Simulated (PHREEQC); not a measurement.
0.063 g of hydrous ferric oxide (600 m²/g; 0.2 weak and 0.005 strong sites per Fe, Dzombak-Morel constants, diffuse double layer) in 1 kg of water with 0.01 mol/kgw of an inert sodium salt and 1.6e-05 mol/kgw Ag2SO4, 2e-05 mol/kgw CaCl2 and 1e-06 mol/kgw CuSO4, at 25 °C; the pH is set by adding NaOH or the inert anion's acid. Oxygen alone is held at its pressure in air (log pO2 = -0.68). No CO2 enters from the air. Precipitation was switched off in this run.

Base run: PHREEQC, ion-association model, wateq4f.dat. Each further column changes one thing. The table gives Cu sorbed (%).

```
pH    base  no electrostatic term (-no_edl)  background salt from 0.01 to 0.001 mol/kgw  oxide from 0.063 to 0.32 g/kgw  3e-05 mol/kgw Na2SO4 added
----  ----  -------------------------------  ------------------------------------------  ------------------------------  --------------------------
3      0.0                              0.0                                         0.0                             0.1                         0.0
4.33   3.1                              4.9                                         ___                            12.0                         3.9
5     32.9                             50.5                                         ___                            66.5                        39.7
5.67  86.1                             95.1                                        86.9                            96.5                        89.0
7     99.5                             99.9                                        99.5                            99.9                        99.6
8.33  99.3                             99.0                                         ___                            99.9                        99.3
9     99.0                             92.3                                        99.0                            99.8                        99.0
9.67  97.6                             45.8                                        98.0                            99.8                        97.6
11    90.7                              0.2                                        94.8                            99.5                        90.6
```

Q: Some entries are withheld; supply them.

A: 
- 4.33, background salt from 0.01 to 0.001 mol/kgw: 2.8
- 5, background salt from 0.01 to 0.001 mol/kgw: 32.1
- 8.33, background salt from 0.01 to 0.001 mol/kgw: 99.4

In at least one series the solution becomes supersaturated in solids that the run did not let form, among them Cerargyrite. The database's constant for dissolved Cu(OH)2 is higher than later reviews accept. The oxide is taken as insoluble; below pH 4 it would dissolve.
